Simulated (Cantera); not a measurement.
Input: 1 mol SiCl4, 22 mol H2, held at 12.0 mbar.

These are equilibrium values from Cantera (NASA tables, ideal gas, pure condensed phases), not measurements of a reactor. Candidate condensed phases: Si; 19 gas species. The numbers say what is thermodynamically allowed, not how fast it happens.

Over these rows the condensed part is Si(s). Partial pressures as log10 of bar:

| T (K) | 1000/T (1/K) | log p SiCl4 | log p H2 | log p HCl | log p SiCl2 |
|---|---|---|---|---|---|
| 1098 | 0.9107 | -3.60 | -1.96 | -3.22 | -4.17 |
| 1148 | 0.8711 | -3.74 | -1.97 | -3.11 | -3.92 |
| 1198 | 0.8347 | -3.94 | -1.97 | -3.03 | -3.72 |
| 1248 | 0.8013 | ? | -1.98 | -2.98 | -3.59 |
| 1298 | 0.7704 | -4.55 | -1.98 | -2.95 | -3.50 |
| 1348 | 0.7418 | -4.91 | -1.98 | -2.94 | -3.45 |

Q: Fit log p(SiCl4) = a + b·(1000/T) to the five rows, give the apparent enthalpy, and predict the row at 1248 K.

A: Means: 1000/T = 0.8257, log p = -4.148. Sxy = 0.153138, Sxx = 0.0194645, so b = 7.87 and a = -4.148 − (7.87)×0.8257 = -10.65.
Apparent enthalpy: −19.145 × (7.87) = -151 kJ/mol. With the condensed phases at unit activity, 2 SiCl2(g) = SiCl4(g) + Si(s) links this pressure to the main gases: over the six rows their terms move log p by +1.44 in all, so the slope isn't that reaction's ΔH° alone. The five rows lie within 0.14 of the line; that is curvature, so one enthalpy describes this range poorly.
Prediction at 1248 K: -10.65 + (7.87)×0.8013 = -4.34. The computed value is -4.21, 0.13 from the line.
